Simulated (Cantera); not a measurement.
A Cantera script and what it prints.

```python
import numpy as np
import cantera as ct

gas_names = [...]  # 114 gases of nasa_gas.yaml made of C, Fe, H, O
cond_names = """
    C(gr) C6H6(L) C7H8(L) C8H18(L),n-octa Fe(a) Fe(c) Fe(d) Fe(L) FeC5O5(L) FeO(s) FeO(L) Fe(OH)2(s)
    Fe(OH)3(s) Fe2O3(s) Fe3O4(s) H2O(s) H2O(L)
""".split()


# ... load() reads the species with a 1 bar reference pressure and builds the phases ...
atoms = {
    'Fe': {'Fe': 1},
    'CO2': {'C': 1, 'O': 2},
    'H2': {'H': 2},
}
top_T = {'C(gr)': 4500, 'Fe2O3(s)': 1830, 'Fe3O4(s)': 1870}  # K; cautious upper limits of use, not melting points


# ... equilibrate(T, P, feed) seeds the gas with the atoms and calls Mixture.equilibrate('TP', solver="vcs", rtol=1e-11, max_steps=5000) ...
results = []
feed = {'Fe': 1, 'CO2': 0.25, 'H2': 7.4}  # mol
P = 650  # Pa
for T in [775, 875, 975, 1075, 1175, 1275, 1375, 1475, 1575, 1675, 1775]:
    mix = equilibrate(T, P, feed)
    results.append((T, P, feed, dict(zip(mix.species_names, mix.species_moles))))

top = {s: max(r[3][s] / sum(r[3][g] for g in gas_names) for r in results) for s in gas_names}
cols = sorted((s for s in top if top[s] > 1e-05), key=lambda s: -top[s])[:6]
seen = [c for c in cond_names if any(r[3].get(c, 0) > 1e-12 for r in results)]
print("log10 of partial pressures in bar; condensed amounts in mol")
print(f"{'T/K':>10s}" + "".join(f"{s[:9]:>10s}" for s in cols + seen))
for T, P, feed, n in results:
    ng = sum(n[g] for g in gas_names)
    print(f"{T:10.4g}" + "".join(f"{np.log10(max(n[s] / ng * P / 1e5, 1e-99)):10.3f}" for s in cols)
          + "".join(f"{n.get(c, 0):10.4g}" for c in seen))
```

It prints:

```
log10 of partial pressures in bar; condensed amounts in mol
       T/K        H2        CO       H2O       CO2         H        Fe     Fe(a)     Fe(c)     Fe(d)
       775    -2.216    -3.775    -3.693    -4.549   -13.112   -20.058         1         0         0
       875    -2.215    -3.709    -3.707    -4.780   -11.407   -16.885         1         0         0
       975    -2.216    -3.695    -3.695    -4.971   -10.049   -14.375         1         0         0
      1075    -2.216    -3.688    -3.688    -5.129    -8.941   -12.346         1         0         0
      1175    -2.216    -3.684    -3.684    -5.260    -8.020   -10.677         1         0         0
      1275    -2.216    -3.682    -3.682    -5.368    -7.241    -9.277         0         1         0
      1375    -2.216    -3.680    -3.680    -5.459    -6.573    -8.086         0         1         0
      1475    -2.216    -3.679    -3.679    -5.536    -5.995    -7.059         0    0.9999         0
      1575    -2.217    -3.678    -3.678    -5.602    -5.490    -6.165         0    0.9992         0
      1675    -2.217    -3.678    -3.678    -5.659    -5.044    -5.382         0         0    0.9951
      1775    -2.219    -3.679    -3.679    -5.709    -4.648    -4.691         0         0    0.9759
```

Method: chemical equilibrium by Gibbs-energy minimisation in Cantera with the NASA 1993 tables (ideal gas, pure condensed phases).
